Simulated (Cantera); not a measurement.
An isothermal, constant-pressure homogeneous reactor starts with H₂ : O₂ : N₂ = 0.059 : 1 : 0.79 (molar parts), at 1375 K and 9.00 Torr.

Computed with Cantera and GRI-Mech 3.0 (53 species, 325 reactions). Radical loss at walls, strong at low pressure, is not modelled.

x: mole fraction; the columns are a selection and need not sum to one.

| t (s) | x H₂ | x O₂ | x O | x HO₂ | x OH |
|---|---|---|---|---|---|
| 5.00e-6 | 0.0319 | 0.541 | 7.08e-11 | 1.28e-9 | 7.04e-11 |
| 4.46e-5 | 0.0319 | 0.541 | 4.24e-9 | 1.14e-8 | 4.03e-9 |
| 0.000398 | 0.0319 | 0.541 | 2.79e-7 | 1.01e-7 | 2.27e-7 |
| 0.00355 | (withheld) | 0.514 | (withheld) | (withheld) | (withheld) |
| 0.0316 | 0.000511 | 0.517 | 0.0194 | 9.54e-7 | 0.00327 |
| 0.282 | 0.000168 | 0.528 | 0.00595 | 6.17e-7 | 0.00189 |
| 2.51 | 6.38e-6 | 0.533 | 0.000219 | 7.60e-8 | 0.000371 |
| 22.4 | (withheld) | 0.533 | (withheld) | (withheld) | (withheld) |
| 200 | 1.25e-7 | 0.533 | 4.27e-6 | 2.78e-8 | 5.20e-5 |

### Question
What belongs in the gaps?

### Answer

- 0.00355, x H₂: 0.000793
- 0.00355, x O: 0.0221
- 0.00355, x HO₂: 1.04e-6
- 0.00355, x OH: 0.00384
- 22.4, x H₂: 2.51e-7
- 22.4, x O: 8.60e-6
- 22.4, x HO₂: 2.26e-8
- 22.4, x OH: 7.38e-5
